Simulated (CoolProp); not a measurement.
The fluid at 298.15 K and 10.6 MPa flows at 6.4 m/s in a round tube of 25 mm bore and 0.25 µm roughness, fully developed (64/Re and Nu = 3.66 if laminar; Colebrook and Gnielinski if turbulent). The same conditions are run with several fluids, on thermodynamics alone (safety and materials aside).

Values from CoolProp's reference Helmholtz-energy equation of state of each fluid (dry air: Lemmon 2000; C2F6 (R116): Lemmon 2006; nitrogen: Span 2000; normal hydrogen: Leachman 2009; CF4 (R14): Platzer 1990). The equations of Platzer and Polt are older, rougher fits. Blends and air are pseudo-pure fits.

Question: Rank dry air, C2F6 (R116), nitrogen, normal hydrogen, CF4 (R14) by Reynolds number, highest first.

Answer: CF4 (R14) (2650000), C2F6 (R116) (1550000), dry air (963000), nitrogen (949000), normal hydrogen (144000)

| fluid | Darcy friction factor | pressure drop (Pa/m) | heat-transfer coefficient (W/(m² K)) | mass flow (kg/h) |
|---|---|---|---|---|
| dry air | 0.0119 | 1220 | 1510 | 1410 |
| C2F6 (R116) | 0.0111 | 10700 | 8200 | 13300 |
| nitrogen | 0.0120 | 1170 | 1490 | 1350 |
| normal hydrogen | 0.0168 | 111 | 1820 | 91.6 |
| CF4 (R14) | 0.0103 | 4590 | 4660 | 6140 |

Transport values come from each fluid's own correlations; those of C2F6 (R116), CF4 (R14) are estimates that may be off by 10 % or more.
